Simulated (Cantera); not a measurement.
Feed: 1 mol Fe3O4, 450 mol H2, 9.2 mol N2, held at 1.20 mbar.

Method: chemical equilibrium by Gibbs-energy minimisation in Cantera with the NASA 1993 tables (ideal gas, pure condensed phases). Candidate condensed phases: Fe, FeO, Fe(OH)2, Fe(OH)3, Fe2O3, Fe3O4, H2O; 27 gas species. Kinetics and transport are ignored.

**Question.** Which condensed phases are stable at each of these points (T (°C)): 777, 827, 877, 927, 977, 1027, 1077, 1127, 1177, 1227, 1277, 1327, 1377, 1427?

**Answer.** 
```
T (°C)  condensed phases  Fe condensed (%)
------  ----------------  ----------------
777                Fe(α)             100.0
827                Fe(α)             100.0
877                Fe(α)             100.0
927                Fe(γ)             100.0
977                Fe(γ)             100.0
1027               Fe(γ)             100.0
1077               Fe(γ)              99.9
1127               Fe(γ)              99.8
1177               Fe(γ)              99.4
1227               Fe(γ)              98.1
1277               Fe(γ)              94.6
1327               Fe(γ)              86.0
1377               Fe(γ)              65.4
1427               Fe(δ)              19.1
```

From 777 °C to 877 °C the condensed part is Fe(α). From 927 °C to 1377 °C the condensed part is Fe(γ). At 1427 °C the condensed part is Fe(δ).
